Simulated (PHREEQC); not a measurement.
# Nickel, zinc or cadmium bath: speciation

A solution holds 0.0016 mol NiCl2 and 0.00035 mol HCl per kg of water, at 20 °C. Closed to the air; pH follows from the charge balance.

Model: ion-association model, wateq4f.dat, run in PHREEQC.

Precipitation was switched off in this run.

Q: What pH does the model give?

A: pH 3.49.
